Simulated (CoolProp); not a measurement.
Vapour-liquid equilibrium of sulfur dioxide (1) + toluene (2) at 0.331 MPa; x and y are mole fractions of (1).

Values from CoolProp's multi-fluid Helmholtz-energy mixture model, Gao 2016 and Lemmon 2006; pair parameters Bell 2016.

```csv
x,"bubble temperature, mixture model (K)","bubble temperature, Raoult's law (K)","y, mixture model","y, Raoult's law"
0.05,405.7,393.2,0.456,0.622
0.15,367.7,356.8,0.826,0.887
0.25,344.4,338.2,0.930,0.949
0.35,329.3,326.4,0.966,0.972
0.45,319.0,317.8,0.981,0.984
0.55,311.6,311.3,0.989,0.990
0.65,306.0,306.0,0.993,0.994
0.75,301.7,301.6,0.996,0.997
0.85,298.0,297.9,0.998,0.998
0.95,294.7,294.6,0.999,1.000
```

The largest gap from Raoult's law is +12.5 K in bubble temperature, at x = 0.05. No azeotrope shows between x = 0.05 and 0.95.

The pair parameters rest on a limited set of measurements; away from them the model extrapolates.
